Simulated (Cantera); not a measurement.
Feed: 1 mol SiO2, 40 mol HF, 31 mol H2, at 800 K and 3.80 Pa.

These are equilibrium values from Cantera (NASA tables, ideal gas, pure condensed phases), not measurements of a reactor. Candidate condensed phases: H2O, Si, SiO2; 38 gas species. Rates play no part.

Base state: HF 0.514, H2 0.443, H2O 0.0286, SiF4 0.0143 (mole fractions); condensed: gas only.

### Question
What changes in the equilibrium state with this change: 0.39 mol Cl2 added?

### Answer
```
species  before   after
-------  ------  ------
HF        0.514   0.511
H2        0.443   0.435
H2O      0.0286  0.0284
HCl           0  0.0111
SiF4     0.0143  0.0142
```
